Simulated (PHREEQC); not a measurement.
Reverse-osmosis permeate (model solution)

A made-up water analysis in mg/L, 84 °C, pH 6.17, pe 0.6: Na 1.19; K 0.194; Ca 1.64; Mg 0.246; Cl 1.97; S(6) as SO4 2.41; Alkalinity as HCO3 2.9; Ba 0.0563; B 0.0358; Zn 0.0176; Li 0.000249.

Valence states are taken as typed.

The numbers come from PHREEQC with the ion-association model, phreeqc.dat.

No solid was allowed to form.

Task: Predict the charge-balance error.

Result: charge-balance error 2.2 %.

Task: In which forms is Ba present?

Result: Ba+2 99 %, BaSO4 1.0 % of the Ba.

Away from 25 °C the constants follow the database's enthalpies or fits; those with neither stay at their 25 °C values.
